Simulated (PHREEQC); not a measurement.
NaOH is added in steps, without added water, to 1 kg of water holding 48 mmol/kgw KHF2, at 25 °C. Oxygen is held at 0.21 atm. The system is closed to CO2. No solid was allowed to form.

Base run: PHREEQC, ion-association model, phreeqc.dat. Each further column changes one thing. The table gives HF2- (mol/kgw).

```json
[
 {"NaOH added (mol)": "0", "base": "0.00658", "database wateq4f.dat": "0.00583", "Davies equation for every ion": "0.00664", "metal-ligand complexes left out": "0.00658", "Debye-Hückel limiting law": "0.00658"},
 {"NaOH added (mol)": "0.0055", "base": "0.00646", "database wateq4f.dat": "0.00581", "Davies equation for every ion": "0.00652", "metal-ligand complexes left out": "0.00647", "Debye-Hückel limiting law": "0.00645"},
 {"NaOH added (mol)": "0.009625", "base": "0.00626", "database wateq4f.dat": "0.00569", "Davies equation for every ion": "0.00632", "metal-ligand complexes left out": "0.00627", "Debye-Hückel limiting law": "0.00625"},
 {"NaOH added (mol)": "0.01512", "base": "0.00585", "database wateq4f.dat": "0.00540", "Davies equation for every ion": "0.00591", "metal-ligand complexes left out": "0.00587", "Debye-Hückel limiting law": "0.00584"},
 {"NaOH added (mol)": "0.02063", "base": "0.00527", "database wateq4f.dat": "0.00495", "Davies equation for every ion": "0.00533", "metal-ligand complexes left out": "0.00530", "Debye-Hückel limiting law": "0.00527"},
 {"NaOH added (mol)": "0.02475", "base": "0.00473", "database wateq4f.dat": "0.00449", "Davies equation for every ion": "0.00479", "metal-ligand complexes left out": "0.00476", "Debye-Hückel limiting law": "0.00473"},
 {"NaOH added (mol)": "0.03025", "base": "0.00387", "database wateq4f.dat": "0.00373", "Davies equation for every ion": "0.00392", "metal-ligand complexes left out": "0.00390", "Debye-Hückel limiting law": "0.00387"},
 {"NaOH added (mol)": "0.03438", "base": "0.00311", "database wateq4f.dat": "0.00304", "Davies equation for every ion": "0.00316", "metal-ligand complexes left out": "0.00314", "Debye-Hückel limiting law": "0.00312"},
 {"NaOH added (mol)": "0.03988", "base": "0.00197", "database wateq4f.dat": "0.00196", "Davies equation for every ion": "0.00200", "metal-ligand complexes left out": "0.00199", "Debye-Hückel limiting law": "0.00197"},
 {"NaOH added (mol)": "0.04537", "base": "0.000673", "database wateq4f.dat": "0.000680", "Davies equation for every ion": "0.000685", "metal-ligand complexes left out": "0.000681", "Debye-Hückel limiting law": "0.000674"},
 {"NaOH added (mol)": "0.0495", "base": "3.37e-10", "database wateq4f.dat": "3.41e-10", "Davies equation for every ion": "3.45e-10", "metal-ligand complexes left out": "3.48e-10", "Debye-Hückel limiting law": "3.47e-10"},
 {"NaOH added (mol)": "0.055", "base": "7.18e-11", "database wateq4f.dat": "7.29e-11", "Davies equation for every ion": "7.36e-11", "metal-ligand complexes left out": "7.44e-11", "Debye-Hückel limiting law": "7.42e-11"}
]
```

 wateq4f.dat counts part of the HF as a dimer, H2F2, which phreeqc.dat doesn't know; its constant is uncertain. phreeqc.dat and wateq4f.dat share most of their constants, so their agreement is no independent check.
